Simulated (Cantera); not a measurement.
Input (Python, Cantera):

```python
import numpy as np
import cantera as ct

gas = ct.Solution("gri30.yaml")
gas.TPX = 498, 500000, {'CH4': 1, 'C2H6': 0.27, 'O2': 2.68, 'N2': 10.1, 'H2O': 1.1}
inlet = ct.Reservoir(gas, clone=True)
gas.equilibrate("HP")  # start burning
reactor = ct.IdealGasConstPressureReactor(gas, energy="on", clone=False)
exhaust = ct.Reservoir(gas, clone=True)
tau = [0.12, 0.048, 0.019, 0.0074, 0.0029, 0.0011, 0.00045, 0.00018, 7e-05, 2.7e-05, 1.1e-05, 4.2e-06][0]
for a, b in ((inlet, reactor), (reactor, exhaust)):
    ct.MassFlowController(a, b, mdot=lambda t: reactor.mass / tau)
net = ct.ReactorNet([reactor])
show = ['CH4', 'C2H6', 'O2', 'NO', 'H2O', 'CO']

rows = []
print(f"{'tau/s':>10s}{'T/K':>9s}" + "".join(f"{s:>11s}" for s in show))
for tau in [0.12, 0.048, 0.019, 0.0074, 0.0029, 0.0011, 0.00045, 0.00018, 7e-05, 2.7e-05, 1.1e-05, 4.2e-06]:
    net.initial_time = 0.0
    net.advance(30 * tau)
    before = gas.X
    net.advance(40 * tau)
    drift = np.max(np.abs(gas.X - before) / (gas.X + 1e-9))
    rows.append([gas.T, *gas[show].X, drift])
    print(f"{tau:10.3e}{gas.T:9.1f}" + "".join(f"{x:11.3e}" for x in gas[show].X))
```

It prints:

```
     tau/s      T/K        CH4       C2H6         O2         NO        H2O         CO
 1.200e-01   2233.7  4.446e-06  2.692e-08  2.346e-04  3.170e-04  2.375e-01  2.234e-02
 4.800e-02   2230.6  8.351e-06  6.493e-08  3.440e-04  3.154e-04  2.372e-01  2.248e-02
 1.900e-02   2225.0  1.413e-05  1.548e-07  5.602e-04  3.168e-04  2.367e-01  2.276e-02
 7.400e-03   2215.4  2.267e-05  3.662e-07  9.648e-04  3.174e-04  2.358e-01  2.327e-02
 2.900e-03   2200.4  3.632e-05  8.445e-07  1.658e-03  3.101e-04  2.345e-01  2.412e-02
 1.100e-03   2177.0  6.218e-05  1.978e-06  2.833e-03  2.876e-04  2.325e-01  2.551e-02
 4.500e-04   2146.2  1.098e-04  4.330e-06  4.509e-03  2.508e-04  2.300e-01  2.742e-02
 1.800e-04   2102.9  2.181e-04  9.945e-06  7.136e-03  1.978e-04  2.268e-01  3.034e-02
 7.000e-05   2037.6  5.456e-04  2.674e-05  1.196e-02  1.272e-04  2.229e-01  3.555e-02
 2.700e-05    498.0  6.601e-02  1.782e-02  1.769e-01 -2.563e-18  7.261e-02 -3.634e-15
 1.100e-05    498.0  6.601e-02  1.782e-02  1.769e-01  5.899e-21  7.261e-02  8.365e-18
 4.200e-06    498.0  6.601e-02  1.782e-02  1.769e-01  1.421e-22  7.261e-02  2.016e-19
```

Detailed kinetics in Cantera: GRI-Mech 3.0 (53 species, 325 reactions).
